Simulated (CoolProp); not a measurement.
A simple Rankine cycle with R141b: condensing at 324.15 K, boiler at 0.516 MPa, turbine inlet 366.4 K, turbine efficiency 0.85, pump efficiency 0.8, no recuperator. Each further row changes one setting.

The numbers come from the reference Helmholtz-energy equation of state, Lemmon 2006 in CoolProp. It is a short technical equation, of lower accuracy than the large ones.

| case | thermal efficiency (%) | net work (kJ/kg) | heat in (kJ/kg) | turbine exit temperature (K) | volume ratio over the turbine |
|---|---|---|---|---|---|
| as stated | 7.9 | 19.2 | 243 | 336.0 | 2.67 |
| turbine inlet 386.4 K | 7.9 | [?] | 262 | 356.3 | 2.66 |
| condensing temperature 316.15 K | 9.5 | [?] | [?] | 329.1 | [?] |
| boiler pressure 0.361 MPa | 5.3 | 12.9 | 246 | 347.4 | 1.87 |
| turbine efficiency 0.75 | 7.0 | [?] | 243 | 338.7 | 2.70 |

Task: Complete the blanks.

Result: 
- turbine inlet 386.4 K, net work (kJ/kg): 20.7
- condensing temperature 316.15 K, net work (kJ/kg): 23.9
- condensing temperature 316.15 K, heat in (kJ/kg): 252
- condensing temperature 316.15 K, volume ratio over the turbine: 3.40
- turbine efficiency 0.75, net work (kJ/kg): 16.9
